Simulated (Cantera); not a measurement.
## CuO + C + H2 (carbothermic reduction)

Charge: 1 mol CuO, 0.35 mol C, 1.4 mol H2, at 1.33 mbar.

Equilibrium computed with Cantera from the NASA thermochemical tables; the gas is ideal and each condensed phase is pure. Candidate condensed phases: C, C6H6, C7H8, C8H18, Cu, CuO, Cu(OH)2, Cu2O, H2O; 113 gas species. The numbers say what is thermodynamically allowed, not how fast it happens.

| T (°C) | x H2 | x Cu | x H2O | x CO | x CO2 | x H | x OH | n Cu(s) | n Cu(l) |
|---|---|---|---|---|---|---|---|---|---|
| 675 | 0.526 | 1.30e-9 | 0.274 | 0.103 | 0.0971 | 1.04e-8 | 7.87e-12 | 1.00 | 0 |
| 775 | 0.509 | 7.34e-8 | 0.291 | 0.119 | 0.0808 | 1.51e-7 | 2.71e-10 | 1.00 | 0 |
| 875 | 0.497 | 2.04e-6 | 0.303 | 0.132 | 0.0681 | 1.38e-6 | 5.04e-9 | 1.000 | 0 |
| 975 | 0.487 | 3.30e-5 | 0.313 | 0.142 | 0.0584 | 8.93e-6 | 5.86e-8 | 1.000 | 0 |
| 1075 | 0.479 | 0.000351 | 0.320 | 0.149 | 0.0509 | 4.39e-5 | 4.72e-7 | 0.999 | 0 |
| 1175 | 0.472 | 0.00249 | 0.326 | 0.155 | 0.0449 | 0.000173 | 2.85e-6 | 0 | 0.996 |
| 1275 | 0.462 | 0.0135 | 0.326 | 0.157 | 0.0399 | 0.000573 | 1.35e-5 | 0 | 0.976 |
| 1375 | 0.437 | 0.0592 | 0.315 | 0.153 | 0.0345 | 0.00161 | 5.22e-5 | 0 | 0.889 |
| 1475 | 0.358 | 0.219 | 0.263 | 0.130 | 0.0263 | 0.00375 | 0.000160 | 0 | 0.508 |
| 1575 | 0.288 | 0.361 | 0.215 | 0.107 | 0.0199 | 0.00779 | 0.000428 | 0 | 0 |
| 1675 | 0.281 | 0.360 | 0.214 | 0.108 | 0.0187 | 0.0164 | 0.00113 | 0 | 0 |
| 1775 | 0.271 | 0.357 | 0.212 | 0.107 | 0.0176 | 0.0319 | 0.00271 | 0 | 0 |
x: gas mole fraction; n: condensed amount in mol.

From 675 °C to 1075 °C the condensed part is Cu(s). From 1175 °C to 1475 °C the condensed part is Cu(l). From 1575 °C to 1775 °C nothing is condensed.
